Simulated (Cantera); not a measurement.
Mixture: 7.32 % CH4, 19.5 % O2, 73.2 % N2, at 1200 Torr, adiabatic and at constant pressure. Ignition delay is the time to a rise of 400 K.

Model: GRI-Mech 3.0 (53 species, 325 reactions), integrated in Cantera.

### Question
Predict: delay at 1050 K; delay at 1150 K; delay at 1250 K; delay at 1350 K; apparent activation energy between 1300 and 1400 K.

### Answer
```json
{
 "delay at 1050 K": "0.249 s",
 "delay at 1150 K": "53.1 ms",
 "delay at 1250 K": "13.2 ms",
 "delay at 1350 K": "3.74 ms",
 "apparent activation energy between 1300 and 1400 K": "180 kJ/mol"
}
```
